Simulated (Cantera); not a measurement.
A perfectly stirred reactor is fed with 22.5 % H2, 16.3 % O2, 61.2 % N2, at 101000 Pa; it is adiabatic with a 800 K inlet, and is followed from long to short residence time, starting on the burning branch (τ in s: 0.044, 0.021, 0.0098, 0.0047, 0.0022, 0.001, 0.00049, 0.00023, 0.00011, 5.2e-05).

Detailed kinetics in Cantera: the H2/O2 subset of GRI-Mech 3.0, which has no nitrogen chemistry.

Problem. Predict: blow-out, bracketed by the residence times tried; x(H2) at τ = 44.0 ms; x(O2) at τ = 44.0 ms; x(H2O) at τ = 44.0 ms; x(O) at τ = 44.0 ms; x(H) at τ = 44.0 ms; x(H2) at τ = 1.00 ms; x(O2) at τ = 1.00 ms; x(H2O) at τ = 1.00 ms; x(O) at τ = 1.00 ms; x(H) at τ = 1.00 ms.

Solution. 
```json
{
  "blow_out_bracketed_by_the_residence_times_tried": "burning at 52.0 µs, the shortest tried",
  "x(H2) at τ = 44.0 ms": "0.00324",
  "x(O2) at τ = 44.0 ms": "0.0550",
  "x(H2O) at τ = 44.0 ms": "0.243",
  "x(O) at τ = 44.0 ms": "0.00175",
  "x(H) at τ = 44.0 ms": "0.000803",
  "x(H2) at τ = 1.00 ms": "0.0101",
  "x(O2) at τ = 1.00 ms": "0.0556",
  "x(H2O) at τ = 1.00 ms": "0.229",
  "x(O) at τ = 1.00 ms": "0.00556",
  "x(H) at τ = 1.00 ms": "0.00487"
}
```
